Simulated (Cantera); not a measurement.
A perfectly stirred reactor is fed with 4.30 % CH₄, 91.5 % H₂, 0.284 % H, 3.93 % H₂O, at 0.110 bar; it is held at 2750 K, and followed from long to short residence time.

Detailed kinetics in Cantera: GRI-Mech 3.0 (53 species, 325 reactions).

One state of this run: x CH₄ = 0.00135; x H₂ = 0.894; x H = 0.0584; x CH₃ = 0.00150; x C₂H₆ = 4.18e-8; x C₂H = 6.23e-5; x C₂H₂ = 0.00824. x: mole fraction; the columns are a selection and need not sum to one.

Problem. Which value of τ (s) does it belong to?
A) 0.085
B) 3.6
C) 24
D) 0.0020

Solution. D, 0.0020
